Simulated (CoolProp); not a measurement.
Computed with CoolProp (reference Helmholtz-energy equation of state, Wagner 2002).

Q: Give the vapour pressure (kPa), vapour density (kg/m³), enthalpy of vaporisation (kJ/kg), liquid conductivity (mW/(m K)) of saturated water at 548.2 K.

A: 
```json
[
 {"T (K)": "548.2", "p (kPa)": "5950", "vapour density (kg/m³)": "30.5", "enthalpy of vaporisation (kJ/kg)": "1570", "liquid conductivity (mW/(m K))": "587"}
]
```

Thermal conductivity comes from a separate model (Huber 2012).
